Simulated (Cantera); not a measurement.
Feed: 1 mol Na2SO4, 0.3 mol H2, 0.014 mol O2, held at 0.278 Torr.

These are equilibrium values from Cantera (NASA tables, ideal gas, pure condensed phases), not measurements of a reactor. Candidate condensed phases: H2O, H2SO4, Na, NaOH, NaO2, Na2O, Na2O2, Na2S, Na2SO4, S; 27 gas species. Gases not in the tables: S3 to S7. The numbers say what is thermodynamically allowed, not how fast it happens.

### Question
Which condensed phases are stable at each of these points (T (K)): 1273, 1373, 1473, 1573, 1673, 1773, 1873, 1973, 2073, 2173, 2273?

### Answer
```tsv
T (K)	condensed phases	Na condensed (%)
1273	Na2SO4(l)	86.4
1373	Na2SO4(l)	83.8
1473	Na2SO4(l)	75.7
1573	gas only	0.0
1673	gas only	0.0
1773	gas only	0.0
1873	gas only	0.0
1973	gas only	0.0
2073	gas only	0.0
2173	gas only	0.0
2273	gas only	0.0
```

From 1273 K to 1473 K the condensed part is Na2SO4(l). From 1573 K to 2273 K nothing is condensed.
